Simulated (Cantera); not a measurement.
Cantera run, input and output.

```python
import numpy as np
import cantera as ct

gas = ct.Solution("gri30.yaml")


def delay(T, t_max=10):
    gas.TPX = T, 160000, {'CH4': 1, 'H2': 0.076, 'O2': 4, 'N2': 19.6}
    reactor = ct.IdealGasReactor(gas, clone=False)
    net = ct.ReactorNet([reactor])
    net.rtol, net.atol = 1e-8, 1e-16
    while net.time < t_max:
        t_old, T_old = net.time, reactor.T
        net.step()
        if reactor.T > T + 400:  # ignition: a rise of 400 K
            return t_old + (T + 400 - T_old) / (reactor.T - T_old) * (net.time - t_old)
    return np.nan


taus = []
for T in [1150, 1200, 1250, 1300, 1350, 1400, 1450, 1500, 1550]:
    taus.append(delay(T))
    print(f"T0 = {T:6g} K   tau = {taus[-1]:.4e} s")
```

It prints:

```
T0 =   1150 K   tau = 2.1649e-02 s
T0 =   1200 K   tau = 1.2095e-02 s
T0 =   1250 K   tau = 6.7975e-03 s
T0 =   1300 K   tau = 3.8799e-03 s
T0 =   1350 K   tau = 2.2657e-03 s
T0 =   1400 K   tau = 1.3611e-03 s
T0 =   1450 K   tau = 8.4449e-04 s
T0 =   1500 K   tau = 5.4209e-04 s
T0 =   1550 K   tau = 3.5981e-04 s
```

Model: GRI-Mech 3.0 (53 species, 325 reactions), integrated in Cantera.
